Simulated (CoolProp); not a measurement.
Vapour-liquid equilibrium of acetone (1) + n-dodecane (2) at 0.351 MPa; x and y are mole fractions of (1).

Computed with CoolProp (multi-fluid Helmholtz-energy mixture model, Lemmon 2006 and Lemmon 2004; pair parameters Bell 2016).

```
x     bubble temperature (°C)  y at the bubble point  dew temperature at overall composition x (°C)  liquid density (mol/L)
----  -----------------------  ---------------------  ---------------------------------------------  ----------------------
0.05                    246.2                  0.425                                          273.1                   3.430
0.15                    184.9                  0.873                                          266.6                   4.078
0.25                    147.2                  0.963                                          259.7                   4.654
0.35                    128.0                  0.983                                          252.3                   5.200
0.45                    118.2                  0.990                                          244.1                   5.772
0.55                    113.0                  0.992                                          234.8                   6.415
0.65                    109.7                  0.994                                          223.7                   7.176
0.75                    106.8                  0.995                                          209.9                   8.118
0.85                    103.6                  0.997                                          190.8                   9.330
0.95                     99.8                  0.999                                          155.8                   10.96
```

No azeotrope shows between x = 0.05 and 0.95.

Pair parameters are fitted to limited data, so mixtures are less certain than the pure fluids. The gap from Raoult's law changes sign with composition, which may be real or a fault of the pair parameters; it wasn't checked against measurements.
